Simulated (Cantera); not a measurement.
Charge: 1 mol Si, 1.4 mol CO2, 790 mol N2, held at 3.70 bar.

These are equilibrium values from Cantera (NASA tables, ideal gas, pure condensed phases), not measurements of a reactor. Candidate condensed phases: C, Si, SiC, SiO2, Si2N2O, Si3N4; 34 gas species. N2 is the only nitrogen source here; it is nearly inert below about 1500 K, so the nitride shown seldom forms there in practice. Mutual solubility and eutectic melting of coexisting phases are not modelled. The tables hold silica as quartz up to 1696 K and as liquid above; real silica turns to tridymite and cristobalite and melts near 1996 K. Kinetics and transport are ignored. All values below are at 1298 K.

Base state: N2 0.998, CO 0.00177 (mole fractions); condensed: SiO2(β-quartz) + Si2N2O(s).

Task: What changes in the equilibrium state with this change: CO2 from 1.4 to 0.8 mol?

Result: 
```tsv
species	before	after
N2	0.998	0.999
CO	0.00177	0.00101
SiO2(β-quartz), mol	0.600	0.200
Si2N2O(s), mol	0.200	0.400
```
